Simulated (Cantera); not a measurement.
Adiabatic ignition

An adiabatic, constant-volume homogeneous reactor starts with 26.3 % H2, 15.5 % O2, 58.2 % N2, equivalence ratio 0.85, at 1598 K and 100000 Pa.

Model: GRI-Mech 3.0 (53 species, 325 reactions), integrated in Cantera.

```csv
t (s),T (K),P (bar),x H2,x O2,x NO2,x HO2,x NO
9.00e-6,1668,1.04,0.163,0.110,1.67e-11,4.05e-5,2.38e-7
2.86e-5,2503,1.48,0.0492,0.0391,1.69e-8,1.16e-5,0.000119
9.11e-5,2966,1.70,0.0390,0.0319,6.22e-7,1.62e-5,0.00212
0.000290,2968,1.70,0.0393,0.0295,2.53e-6,1.54e-5,0.00878
0.000921,2962,1.70,0.0399,0.0276,4.03e-6,1.45e-5,0.0144
0.00293,2962,1.70,0.0399,0.0274,4.12e-6,1.44e-5,0.0147
0.00932,2962,1.70,0.0399,0.0274,4.12e-6,1.44e-5,0.0147
0.0297,2962,1.70,0.0399,0.0274,4.12e-6,1.44e-5,0.0147
0.0943,2962,1.70,0.0399,0.0274,4.12e-6,1.44e-5,0.0147
0.300,2962,1.70,0.0399,0.0274,4.12e-6,1.44e-5,0.0147
```
x: mole fraction; the columns are a selection and need not sum to one.

```yaml
time_of_steepest_temperature_rise: 9.70 µs
temperature at 0.300 s: 2962 K
equilibrium_temperature: 2962 K
x(H2) at 0.300 s: 0.0399 (gas-phase equilibrium 0.0399)
x(O2) at 0.300 s: 0.0274 (gas-phase equilibrium 0.0274)
x(NO2) at 0.300 s: 4.12e-6 (gas-phase equilibrium 4.12e-6)
```
